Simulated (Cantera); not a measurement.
**Thermodynamics of iron carbonyl, mercury and lead vapours, feed HgO + N₂**

A closed system holds: 1 mol HgO, 1.6 mol N₂, held at 1.73 Torr.

These are equilibrium values from Cantera (NASA tables, ideal gas, pure condensed phases), not measurements of a reactor. Candidate condensed phases: Hg, HgO; 10 gas species. Kinetics and transport are ignored.

```csv
T (K),x N₂,x Hg,x O₂,x NO,x O,x NO₂,n HgO(s)
475,0.912,0.0583,0.0292,6.67e-11,<1e-12,1.46e-10,0.898
575,0.516,0.323,0.161,6.58e-9,<1e-12,2.63e-9,0
675,0.516,0.323,0.161,1.12e-7,<1e-12,7.34e-9,0
775,0.516,0.323,0.161,9.12e-7,<1e-12,1.57e-8,0
875,0.516,0.323,0.161,4.61e-6,1.72e-11,2.84e-8,0
975,0.516,0.323,0.161,1.67e-5,6.04e-10,4.54e-8,0
1075,0.516,0.323,0.161,4.78e-5,1.10e-8,6.67e-8,0
1175,0.516,0.323,0.161,0.000114,1.22e-7,9.19e-8,0
1275,0.516,0.323,0.161,0.000238,9.35e-7,1.21e-7,0
1375,0.516,0.323,0.161,0.000445,5.33e-6,1.52e-7,0
```
x: gas mole fraction; n: condensed amount in mol.

At 475 K the condensed part is HgO(s). From 575 K to 1375 K nothing is condensed. The main Hg-bearing gas is Hg throughout.
